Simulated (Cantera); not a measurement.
Premixed flame

A freely propagating, adiabatic, planar premixed flame of 40.3 % H2, 12.6 % O2, 47.1 % N2, unburnt at 425 K and 0.150 bar; mixture-averaged transport, grid criteria slope 0.08 and curve 0.16, no radiation.

Detailed kinetics in Cantera: the H2/O2 subset of GRI-Mech 3.0, which has no nitrogen chemistry. Burning velocities carry a grid error of a few per cent, more on coarse grids.

```json
[
 {"z (mm)": "-14.3", "T (K)": "425", "u (m/s)": "4.10", "x H2": "0.403", "x O2": "0.126", "x OH": "<1e-8", "x H2O2": "<1e-8", "x O": "<1e-8", "x H2O": "<1e-8"},
 {"z (mm)": "-9.55", "T (K)": "425", "u (m/s)": "4.10", "x H2": "0.403", "x O2": "0.126", "x OH": "<1e-8", "x H2O2": "<1e-8", "x O": "<1e-8", "x H2O": "<1e-8"},
 {"z (mm)": "-7.16", "T (K)": "425", "u (m/s)": "4.10", "x H2": "0.403", "x O2": "0.126", "x OH": "<1e-8", "x H2O2": "<1e-8", "x O": "<1e-8", "x H2O": "<1e-8"},
 {"z (mm)": "-4.78", "T (K)": "425", "u (m/s)": "4.10", "x H2": "0.403", "x O2": "0.126", "x OH": "<1e-8", "x H2O2": "<1e-8", "x O": "<1e-8", "x H2O": "<1e-8"},
 {"z (mm)": "-2.39", "T (K)": "433", "u (m/s)": "4.17", "x H2": "0.401", "x O2": "0.126", "x OH": "3.33e-5", "x H2O2": "2.36e-6", "x O": "3.83e-6", "x H2O": "0.000294"},
 {"z (mm)": "-1.19", "T (K)": "643", "u (m/s)": "6.08", "x H2": "0.371", "x O2": "0.120", "x OH": "0.000492", "x H2O2": "6.91e-6", "x O": "0.000167", "x H2O": "0.0169"},
 {"z (mm)": "0", "T (K)": "1083", "u (m/s)": "9.94", "x H2": "0.231", "x O2": "0.0725", "x OH": "0.00217", "x H2O2": "4.00e-7", "x O": "0.00498", "x H2O": "0.120"},
 {"z (mm)": "1.19", "T (K)": "1346", "u (m/s)": "12.2", "x H2": "0.127", "x O2": "0.0126", "x OH": "0.00466", "x H2O2": "3.85e-7", "x O": "0.00587", "x H2O": "0.233"},
 {"z (mm)": "2.39", "T (K)": "1447", "u (m/s)": "13.1", "x H2": "0.120", "x O2": "0.00527", "x OH": "0.00566", "x H2O2": "3.37e-7", "x O": "0.00490", "x H2O": "0.248"},
 {"z (mm)": "4.78", "T (K)": "1562", "u (m/s)": "14.0", "x H2": "0.127", "x O2": "0.00412", "x OH": "0.00683", "x H2O2": "2.63e-7", "x O": "0.00451", "x H2O": "0.252"},
 {"z (mm)": "9.55", "T (K)": "1692", "u (m/s)": "15.0", "x H2": "0.135", "x O2": "0.00327", "x OH": "0.00785", "x H2O2": "1.63e-7", "x O": "0.00384", "x H2O": "0.256"},
 {"z (mm)": "19.1", "T (K)": "1829", "u (m/s)": "16.1", "x H2": "0.143", "x O2": "0.00233", "x OH": "0.00832", "x H2O2": "8.74e-8", "x O": "0.00290", "x H2O": "0.261"},
 {"z (mm)": "38.2", "T (K)": "1959", "u (m/s)": "17.0", "x H2": "0.150", "x O2": "0.00147", "x OH": "0.00795", "x H2O2": "4.47e-8", "x O": "0.00190", "x H2O": "0.267"}
]
```
x: mole fraction of selected species; z is measured from the peak of heat release.

```json
{
 "laminar_burning_velocity": "410 cm/s",
 "thermal_thickness": "4.78 mm",
 "peak x(OH)": "0.00832",
 "peak x(H2O2)": "1.05e-5",
 "peak x(O)": "0.00676",
 "grid_points": "147"
}
```
